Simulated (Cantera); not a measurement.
An adiabatic, constant-pressure homogeneous reactor starts with CH4 : O2 : N2 = 1 : 6.25 : 28.7 (molar parts), at 1350 K and 7500 Torr.

Computed with Cantera and GRI-Mech 3.0 (53 species, 325 reactions).

x: mole fraction; the columns are a selection and need not sum to one.

| t (s) | T (K) | x CH4 | x O2 | x CH2O | x CH2CO | x N2O | x CO |
|---|---|---|---|---|---|---|---|
| 9.00e-6 | 1350 | 0.0278 | 0.174 | [?] | <1e-12 | 1.12e-12 | 5.61e-11 |
| 3.21e-5 | 1350 | 0.0278 | 0.174 | [?] | <1e-12 | 1.29e-11 | 3.46e-9 |
| 0.000115 | 1350 | 0.0278 | 0.174 | [?] | 4.59e-11 | 1.72e-10 | 4.97e-7 |
| 0.000408 | 1355 | 0.0269 | 0.173 | [?] | 1.90e-7 | 3.25e-9 | 0.000117 |
| 0.00146 | 1954 | <1e-12 | 0.118 | <1e-12 | <1e-12 | 9.01e-7 | 2.30e-5 |
| 0.00520 | 1954 | <1e-12 | 0.118 | <1e-12 | <1e-12 | 9.01e-7 | 2.30e-5 |
| 0.0185 | 1954 | <1e-12 | 0.118 | <1e-12 | <1e-12 | 9.01e-7 | 2.30e-5 |
| 0.0661 | 1954 | <1e-12 | 0.118 | <1e-12 | <1e-12 | 9.00e-7 | 2.29e-5 |
| 0.236 | 1953 | <1e-12 | 0.118 | <1e-12 | <1e-12 | 8.97e-7 | 2.28e-5 |
| 0.841 | 1950 | <1e-12 | 0.117 | <1e-12 | <1e-12 | 8.88e-7 | 2.22e-5 |
| 3.00 | 1944 | <1e-12 | 0.116 | <1e-12 | <1e-12 | 8.77e-7 | 2.13e-5 |

Q: Some entries are withheld; supply them.

A: 
- 9.00e-6, x CH2O: 3.37e-8
- 3.21e-5, x CH2O: 5.78e-7
- 0.000115, x CH2O: 1.68e-5
- 0.000408, x CH2O: 0.000383
